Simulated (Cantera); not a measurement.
A perfectly stirred reactor is fed with NO : N₂ : H₂O = 1 : 3.6 : 0.016 (molar parts), at 1.48 atm; it is held at 2173 K, and followed from long to short residence time.

Detailed kinetics in Cantera: GRI-Mech 3.0 (53 species, 325 reactions).

x: mole fraction; the columns are a selection and need not sum to one.

```csv
τ (s),x NO,x NO₂,x N₂O,x O₂,x O,x N₂
7.7,0.0145,1.62e-5,…,0.101,0.000592,0.881
1.8,0.0287,3.09e-5,…,0.0935,0.000572,0.873
0.41,0.0701,6.69e-5,…,0.0728,0.000507,0.853
0.096,0.144,9.75e-5,…,0.0359,0.000363,0.816
0.022,0.197,7.10e-5,…,0.00962,0.000197,0.790
0.0052,0.212,3.82e-5,2.10e-5,0.00213,0.000101,0.782
0.0012,0.216,2.12e-5,2.02e-5,0.000463,5.49e-5,0.780
```

### Question
Some entries are withheld; supply them.

### Answer

- 7.7, x N₂O: 6.93e-7
- 1.8, x N₂O: 9.58e-7
- 0.41, x N₂O: 2.82e-6
- 0.096, x N₂O: 1.02e-5
- 0.022, x N₂O: 1.87e-5
